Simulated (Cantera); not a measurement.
Feed: 1 mol SiC, 0.07 mol H2O, 3.1 mol N2, 0.07 mol N2O, equilibrated at 1625 K and 36.0 mbar.

Method: chemical equilibrium by Gibbs-energy minimisation in Cantera with the NASA 1993 tables (ideal gas, pure condensed phases). Candidate condensed phases: C, C6H6, C7H8, C8H18, H2O, Si, SiC, SiO2, Si2N2O, Si3N4; 151 gas species. Mutual solubility and eutectic melting of coexisting phases are not modelled. Equilibrium is a limit: real reactors are often held back by kinetics, nucleation or transport.

Base state: N2 0.950, CO 0.0282, H2 0.0212, SiO 0.000267, HCN 0.000196, H 5.41e-5 (mole fractions); condensed: SiC(s) + Si2N2O(s).

Q: What changes in the equilibrium state with this change: SiC replaced by Si?

A: 
```tsv
species	before	after
N2	0.950	0.973
H2	0.0212	0.0267
SiO	0.000267	9.30e-5
CO	0.0282	0
HCN	0.000196	0
H	5.41e-5	6.07e-5
SiC(s), mol	0.907	0
Si2N2O(s), mol	0.0463	0.140
Si3N4(s), mol	0	0.240
```

Q: What changes in the equilibrium state with this change: temperature from 1625 K to 923.15 K?

A: 
```
species             before    after
----------------  --------  -------
N2                   0.950    0.973
H2                  0.0212   0.0267
HCN               0.000196  2.20e-7
CO                  0.0282    <1e-9
SiO               0.000267    <1e-9
H                  5.41e-5    <1e-9
SiC(s), mol          0.907        0
Si2N2O(s), mol      0.0463    0.140
C(graphite), mol         0    1.000
Si3N4(s), mol            0    0.240
```
